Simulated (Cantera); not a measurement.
A closed system holds: 1 mol Pb, 16 mol N2, at 1250 K and 1 atm.

These are equilibrium values from Cantera (NASA tables, ideal gas, pure condensed phases), not measurements of a reactor. Candidate condensed phases: Pb; 4 gas species. Kinetics and transport are ignored.

Question: What is the equilibrium state?

Answer: 
- x(N2) = 0.999
- x(Pb) = 0.00132
- n(Pb(l)) = 0.979 mol
- gas amount = 16.02 mol
